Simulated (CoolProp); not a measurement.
Vapour-liquid equilibrium of R1234yf (1) + R1234ze(E) (2) at 24.85 °C; x and y are mole fractions of (1).

Values from CoolProp's multi-fluid Helmholtz-energy mixture model, Lemmon 2022 and Thol 2016; pair parameters Bell 2022.

| x | bubble pressure, mixture model (kPa) | bubble pressure, Raoult's law (kPa) | y, mixture model | y, Raoult's law |
|---|---|---|---|---|
| 0.05 | 507.0 | 505.4 | 0.067 | 0.067 |
| 0.15 | 527.6 | 523.8 | 0.192 | 0.195 |
| 0.25 | 547.0 | 542.2 | 0.306 | 0.313 |
| 0.35 | 565.6 | 560.5 | 0.413 | 0.425 |
| 0.45 | 583.6 | 578.9 | 0.514 | 0.528 |
| 0.55 | 601.3 | 597.2 | 0.611 | 0.626 |
| 0.65 | 618.7 | 615.6 | 0.703 | 0.718 |
| 0.75 | 636.1 | 633.9 | 0.792 | 0.804 |
| 0.85 | 653.5 | 652.3 | 0.878 | 0.886 |
| 0.95 | 671.0 | 670.6 | 0.960 | 0.963 |

The largest gap from Raoult's law is +0.9 % in bubble pressure, at x = 0.35. No azeotrope shows between x = 0.05 and 0.95.

The pair parameters rest on a limited set of measurements; away from them the model extrapolates.
